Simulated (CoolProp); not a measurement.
Properties of hydrogen sulfide at several states.

Computed with CoolProp (reference Helmholtz-energy equation of state, Lemmon 2006). It is a short technical equation, of lower accuracy than the large ones.

```tsv
T (°C)	p (bar)	phase	density (kg/m³)	cp (kJ/(kg K))	speed of sound (m/s)	fugacity coefficient
-33.85	1.75	gas	3.081	1.041	___	___
383.85	6.79	gas	4.249	1.183	___	0.9969
256.95	1.43	gas	1.108	___	___	0.9984
249.25	0.818	gas	0.6425	1.105	___	0.9990
```

Problem. Fill in the missing entries.

Solution. 
- -33.85, speed of sound (m/s): 274.1
- -33.85, fugacity coefficient: 0.9735
- 383.85, speed of sound (m/s): 449.4
- 256.95, cp (kJ/(kg K)): 1.110
- 256.95, speed of sound (m/s): 407.0
- 249.25, speed of sound (m/s): 404.3
